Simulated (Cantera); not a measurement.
An isothermal, constant-pressure homogeneous reactor starts with 1.15 % CH2O, 2.88 % O2, 96.0 % N2, at 1300 K and 3.36 atm.

Model: GRI-Mech 3.0 (53 species, 325 reactions), integrated in Cantera.

One state of this run: x CH2O = <1e-12; x O2 = 0.0173; x C2H6 = <1e-12; x H = 3.89e-11; x HO2 = 2.65e-9; x C2H2 = <1e-12. x: mole fraction; the columns are a selection and need not sum to one.

Q: Which value of t (s) does it belong to?
A) 0.0119
B) 70.0
C) 0.0412
D) 0.00345

A: B, 70.0
